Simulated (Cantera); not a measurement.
# Premixed flame

A freely propagating, adiabatic, planar premixed flame of H2 : O2 : N2 = 1 : 0.357 : 1.34 (molar parts), equivalence ratio 1.4, unburnt at 375 K and 56000 Pa; mixture-averaged transport, grid criteria slope 0.08 and curve 0.16, no radiation.

Model: the H2/O2 subset of GRI-Mech 3.0, which has no nitrogen chemistry, integrated in Cantera. Burning velocities carry a grid error of a few per cent, more on coarse grids.

| z (mm) | T (K) | u (m/s) | x H2 | x O2 | x H2O2 | x OH | x O | x HO2 |
|---|---|---|---|---|---|---|---|---|
| -2.40 | 375 | 3.99 | 0.371 | 0.132 | <1e-8 | <1e-8 | <1e-8 | <1e-8 |
| -1.60 | 375 | 3.99 | 0.371 | 0.132 | <1e-8 | <1e-8 | <1e-8 | <1e-8 |
| -1.20 | 375 | 3.99 | 0.371 | 0.132 | <1e-8 | <1e-8 | <1e-8 | <1e-8 |
| -0.801 | 375 | 3.99 | 0.371 | 0.132 | <1e-8 | <1e-8 | <1e-8 | <1e-8 |
| -0.401 | 382 | 4.06 | 0.368 | 0.133 | 2.65e-6 | 6.93e-6 | 9.47e-7 | 6.60e-5 |
| -0.200 | 634 | 6.55 | 0.335 | 0.128 | 5.91e-5 | 0.00101 | 0.000162 | 0.000190 |
| 0 | 1109 | 11.1 | 0.230 | 0.0923 | 3.13e-6 | 0.00219 | 0.00365 | 5.85e-5 |
| 0.200 | 1427 | 14.1 | 0.126 | 0.0307 | 1.73e-6 | 0.00618 | 0.00741 | 1.77e-5 |
| 0.401 | 1567 | 15.4 | 0.1000 | 0.0114 | 1.20e-6 | 0.00824 | 0.00667 | 6.13e-6 |
| 0.801 | 1705 | 16.6 | 0.100 | 0.00673 | 7.10e-7 | 0.00982 | 0.00566 | 3.24e-6 |
| 1.60 | 1846 | 17.8 | 0.105 | 0.00497 | 3.78e-7 | 0.0106 | 0.00439 | 2.16e-6 |
| 3.20 | 1986 | 18.9 | 0.109 | 0.00325 | 1.93e-7 | 0.0104 | 0.00294 | 1.33e-6 |
| 6.41 | 2109 | 19.9 | 0.112 | 0.00185 | 1.04e-7 | 0.00902 | 0.00169 | 7.66e-7 |
x: mole fraction of selected species; z is measured from the peak of heat release.

- laminar burning velocity = 399 cm/s
- thermal thickness = 0.801 mm
- peak x(H2O2) = 6.23e-5
- peak x(OH) = 0.0107
- peak x(O) = 0.00741
- peak x(HO2) = 0.000320
